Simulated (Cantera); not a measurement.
Charge: 1 mol CHF3, 0.044 mol F2, 5.9 mol H2, held at 2377 °C and 50.3 Torr.

Method: chemical equilibrium by Gibbs-energy minimisation in Cantera with the NASA 1993 tables (ideal gas, pure condensed phases). Candidate condensed phases: C, C6H6, C7H8, C8H18; 95 gas species. Rates play no part.

Q: What is the equilibrium state?

A: 
- x(H2): 0.498
- x(HF): 0.363
- x(H): 0.128
- x(C2H2 (acetylene)): 0.00978
- x(F): 0.000282
- x(C2H): 0.000243
- x(C4H2): 7.96e-5
- x(C3): 6.68e-5
- x(C): 1.74e-5
- n(C(graphite)): 0.825 mol
- gas amount: 8.490 mol
